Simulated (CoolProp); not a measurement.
The fluid at 298.15 K and 0.698 MPa flows at 1.2 m/s in a round tube of 25 mm bore and 15 µm roughness, fully developed (64/Re and Nu = 3.66 if laminar; Colebrook and Gnielinski if turbulent). The same conditions are run with several fluids, on thermodynamics alone (safety and materials aside).

Computed with CoolProp (reference Helmholtz-energy equation of state of each fluid (ammonia: Gao 2020; R407C: Lemmon 2003; C2F6 (R116): Lemmon 2006; oxygen: Schmidt 1985; methane: Setzmann 1991)). Blends and air are pseudo-pure fits.

| fluid | Reynolds number | Darcy friction factor | pressure drop (Pa/m) | heat-transfer coefficient (W/(m² K)) | mass flow (kg/h) |
|---|---|---|---|---|---|
| ammonia | (withheld) | (withheld) | (withheld) | 55.6 | 11.0 |
| R407C | 67000 | 0.0219 | 17.4 | (withheld) | 58.6 |
| C2F6 (R116) | 89100 | 0.0210 | 25.5 | (withheld) | 89.2 |
| oxygen | (withheld) | 0.0298 | 7.77 | 40.9 | (withheld) |
| methane | 12200 | 0.0303 | 3.99 | 50.5 | 9.70 |

Task: Some entries are withheld; supply them.

Result: 
- ammonia, Reynolds number: 15700
- ammonia, Darcy friction factor: 0.0286
- ammonia, pressure drop (Pa/m): 4.28
- R407C, heat-transfer coefficient (W/(m² K)): 93.2
- C2F6 (R116), heat-transfer coefficient (W/(m² K)): 119
- oxygen, Reynolds number: 13100
- oxygen, mass flow (kg/h): 19.2

Transport values come from each fluid's own correlations; those of C2F6 (R116) are estimates that may be off by 10 % or more.
